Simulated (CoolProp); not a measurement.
A single-stage vapour-compression cycle with trans-2-butene: evaporating at 226.15 K (dew point), condensing at 277.15 K (bubble point), superheat 10 K, subcooling 5 K, compressor efficiency 0.85, no pressure losses. Each further row changes one setting.

The numbers come from the reference Helmholtz-energy equation of state, Lemmon 2005 in CoolProp. It is a short technical equation, of lower accuracy than the large ones.

```json
[
 {"case": "as stated", "cooling COP": "3.27", "pressure ratio": "11.0", "discharge temperature (K)": "313.5", "refrigerating effect (kJ/kg)": "361", "volumetric capacity (kJ/m³)": "108"},
 {"case": "evaporating temperature 231.15 K", "cooling COP": "3.77", "pressure ratio": "8.25", "discharge temperature (K)": "…", "refrigerating effect (kJ/kg)": "368", "volumetric capacity (kJ/m³)": "144"},
 {"case": "condensing temperature 272.15 K", "cooling COP": "…", "pressure ratio": "9.11", "discharge temperature (K)": "307.1", "refrigerating effect (kJ/kg)": "372", "volumetric capacity (kJ/m³)": "111"},
 {"case": "subcooling 10 K", "cooling COP": "3.37", "pressure ratio": "11.0", "discharge temperature (K)": "313.5", "refrigerating effect (kJ/kg)": "372", "volumetric capacity (kJ/m³)": "111"},
 {"case": "superheat 20 K", "cooling COP": "…", "pressure ratio": "11.0", "discharge temperature (K)": "324.4", "refrigerating effect (kJ/kg)": "…", "volumetric capacity (kJ/m³)": "107"},
 {"case": "compressor efficiency 0.75", "cooling COP": "2.88", "pressure ratio": "11.0", "discharge temperature (K)": "322.3", "refrigerating effect (kJ/kg)": "361", "volumetric capacity (kJ/m³)": "108"}
]
```

Problem. Fill in the missing entries.

Solution. 
- evaporating temperature 231.15 K, discharge temperature (K): 309.5
- condensing temperature 272.15 K, cooling COP: 3.69
- superheat 20 K, cooling COP: 3.26
- superheat 20 K, refrigerating effect (kJ/kg): 375
